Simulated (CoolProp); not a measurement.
Vapour-liquid equilibrium of CH2F2 (R32) (1) + 1-butene (2) at 312 K; x and y are mole fractions of (1).

Model: multi-fluid Helmholtz-energy mixture model, Tillner-Roth 1997 and Lemmon 2005; pair parameters Bell 2016, in CoolProp.

| x | bubble pressure (bar) | y at the bubble point | dew pressure at overall composition x (bar) | liquid density (mol/L) |
|---|---|---|---|---|
| 0.05 | 8.531 | 0.456 | 4.687 | 10.32 |
| 0.125 | 13.33 | 0.641 | 5.123 | 10.57 |
| 0.2 | 16.70 | 0.709 | 5.643 | 10.81 |
| 0.275 | 18.96 | 0.743 | 6.271 | 11.06 |
| 0.35 | 20.42 | 0.763 | 7.049 | 11.32 |
| 0.425 | 21.39 | 0.776 | 8.037 | 11.61 |
| 0.5 | 22.09 | 0.787 | 9.335 | 11.93 |
| 0.575 | 22.68 | 0.797 | 11.12 | 12.30 |
| 0.65 | 23.23 | 0.810 | 13.70 | 12.75 |
| 0.725 | 23.77 | 0.827 | 17.70 | 13.34 |
| 0.8 | 24.26 | 0.851 | 22.81 | 14.09 |
| 0.875 | 24.60 | 0.887 | 24.53 | 15.06 |
| 0.95 | 24.55 | 0.943 | 24.51 | 16.30 |

y crosses x between x = 0.875 and 0.95: the model has an azeotrope there.

Pair parameters are fitted to limited data, so mixtures are less certain than the pure fluids. With so large a gap from Raoult's law the liquid may split in two, which this calculation doesn't test in full.
